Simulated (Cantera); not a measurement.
Cantera run, input and output.

```python
import numpy as np
import cantera as ct

gas = ct.Solution("gri30.yaml")


def delay(T, t_max=10):
    gas.TPX = T, 100000, {'CH4': 1, 'C2H6': 0.047, 'O2': 5.28, 'N2': 19.9, 'H2O': 0.53}
    reactor = ct.IdealGasReactor(gas, clone=False)
    net = ct.ReactorNet([reactor])
    net.rtol, net.atol = 1e-8, 1e-16
    while net.time < t_max:
        t_old, T_old = net.time, reactor.T
        net.step()
        if reactor.T > T + 400:  # ignition: a rise of 400 K
            return t_old + (T + 400 - T_old) / (reactor.T - T_old) * (net.time - t_old)
    return np.nan


taus = []
for T in [1150, 1225, 1300, 1375, 1450, 1525, 1600, 1675]:
    taus.append(delay(T))
    print(f"T0 = {T:6g} K   tau = {taus[-1]:.4e} s")
```

It prints:

```
T0 =   1150 K   tau = 1.7946e-02 s
T0 =   1225 K   tau = 6.7870e-03 s
T0 =   1300 K   tau = 2.7113e-03 s
T0 =   1375 K   tau = 1.1504e-03 s
T0 =   1450 K   tau = 5.2669e-04 s
T0 =   1525 K   tau = 2.6418e-04 s
T0 =   1600 K   tau = 1.4576e-04 s
T0 =   1675 K   tau = 8.7864e-05 s
```

Computed with Cantera and GRI-Mech 3.0 (53 species, 325 reactions).
